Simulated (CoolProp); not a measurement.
Properties of carbon monoxide along the isobar 46.9 bar (Tc = 132.9 K, pc = 34.98 bar, ω = 0.050).

Model: reference Helmholtz-energy equation of state, Lemmon 2006, in CoolProp. It is a short technical equation, of lower accuracy than the large ones.

```tsv
T (K)	phase	density (kg/m³)	cp (kJ/(kg K))	cv (kJ/(kg K))	isothermal compressibility (1/MPa)	fugacity coefficient
125.2	liquid	570.3	2.879	0.9689	0.02485	0.4210
131.2	liquid	511.3	3.605	0.9806	0.05274	0.5086
137.1	supercritical	410.1	6.920	1.067	0.2503	0.5921
143.1	supercritical	230.8	5.854	1.040	0.5838	0.6577
149.1	supercritical	176.5	3.029	0.9154	0.3944	0.7026
155	supercritical	151.7	2.281	0.8646	0.3316	0.7380
161	supercritical	135.5	1.933	…	0.2993	…
167	supercritical	123.8	1.733	0.8195	…	0.7940
172.9	supercritical	114.8	…	0.8075	…	0.8161
178.9	supercritical	107.4	1.514	0.7983	0.2568	0.8358
184.9	supercritical	…	1.445	0.7911	0.2494	0.8531
190.9	supercritical	95.84	…	0.7854	0.2436	0.8685
196.8	supercritical	…	1.351	0.7808	0.2391	0.8819
202.8	supercritical	87.17	1.317	0.7769	0.2353	0.8942
```

### Question
What belongs in the gaps?

### Answer

- 161, cv (kJ/(kg K)): 0.8370
- 161, fugacity coefficient: 0.7682
- 167, isothermal compressibility (1/MPa): 0.2796
- 172.9, cp (kJ/(kg K)): 1.605
- 172.9, isothermal compressibility (1/MPa): 0.2665
- 184.9, density (kg/m³): 101.2
- 190.9, cp (kJ/(kg K)): 1.393
- 196.8, density (kg/m³): 91.27

The peak of cp marks the crossing from liquid-like to gas-like fluid above the critical point.
